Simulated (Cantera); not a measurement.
Mixture: CH₄ : C₂H₆ : C₃H₈ : O₂ : N₂ = 1 : 0.28 : 0.65 : 4.45 : 16.7 (molar parts), equivalence ratio 1.4, at 2.00 bar, adiabatic and at constant pressure. Ignition delay is the time to a rise of 400 K.

Model: GRI-Mech 3.0 (53 species, 325 reactions), integrated in Cantera. GRI-Mech 3.0 was tuned for natural gas; its chemistry of propane as a main component is partial and can be far from experiment.

Task: Predict: delay at 1100 K; delay at 1250 K; delay at 1400 K; delay at 1550 K; delay at 1700 K; apparent activation energy between 1550 and 1700 K.

Result: 
```json
{
 "delay at 1100 K": "10.9 ms",
 "delay at 1250 K": "1.09 ms",
 "delay at 1400 K": "0.158 ms",
 "delay at 1550 K": "38.8 µs",
 "delay at 1700 K": "14.7 µs",
 "apparent activation energy between 1550 and 1700 K": "140 kJ/mol"
}
```
